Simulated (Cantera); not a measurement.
Feed: 1 mol Si, a varied amount of HBr, 10 mol N2, equilibrated at 1125 K and 0.130 bar.

Method: chemical equilibrium by Gibbs-energy minimisation in Cantera with the NASA 1993 tables (ideal gas, pure condensed phases). Candidate condensed phases: Br2, Si, Si3N4; 28 gas species. N2 is the only nitrogen source here; it is nearly inert below about 1500 K, so the nitride shown seldom forms there in practice. Equilibrium is a limit: real reactors are often held back by kinetics, nucleation or transport.

Q: Which condensed phases are stable at each of these points (n(HBr) (mol)): 2.4, 2.9, 3.5, 4.2, 5.1, 6.1, 7.3, 8.8, 11, 13, 15, 18, 22?

A: 
| n(HBr) (mol) | condensed phases | Si condensed (%) |
|---|---|---|
| 2.4 | Si3N4(s) | 85.6 |
| 2.9 | Si3N4(s) | 81.8 |
| 3.5 | Si3N4(s) | 77.2 |
| 4.2 | Si3N4(s) | 71.6 |
| 5.1 | Si3N4(s) | 64.2 |
| 6.1 | Si3N4(s) | 55.8 |
| 7.3 | Si3N4(s) | 45.3 |
| 8.8 | Si3N4(s) | 31.9 |
| 11 | Si3N4(s) | 11.7 |
| 13 | gas only | 0.0 |
| 15 | gas only | 0.0 |
| 18 | gas only | 0.0 |
| 22 | gas only | 0.0 |

From 2.4 mol HBr to 11 mol HBr the condensed part is Si3N4(s). From 13 mol HBr to 22 mol HBr nothing is condensed.
